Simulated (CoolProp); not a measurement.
Methanol along the isotherm 495.4 K: Z from the reference equation and from simpler models built on Tc = 513.4 K, pc = 8.216 MPa, ω = 0.565; each cubic takes its own stable root.

Computed with CoolProp (reference Helmholtz-energy equation of state, de Reuck 1993).

```
p (MPa)   phase  reference
-------  ------  ---------
2.93        gas     0.8340
5.87        gas     0.5275
8.8      liquid     0.1328
11.7     liquid     0.1690
14.7     liquid     0.2058
17.6     liquid     0.2406
20.5     liquid     0.2747
23.5     liquid     0.3095
26.4     liquid     0.3426
29.3     liquid     0.3753
32.3     liquid     0.4087
35.2     liquid     0.4406
38.1     liquid     0.4722
41.1     liquid     0.5045
```

**Question.** How far does each simpler model (van der Waals, Soave-Redlich-Kwong) lie from the reference over these 14 states: mean and median of the absolute difference, and the worst?

**Answer.** 
- van der Waals: mean 76.6 %, median 83.9 %, worst +100.3 % at 495.4 K and 8.8 MPa
- Soave-Redlich-Kwong: mean 37.2 %, median 40.6 %, worst +48.5 % at 495.4 K and 8.8 MPa
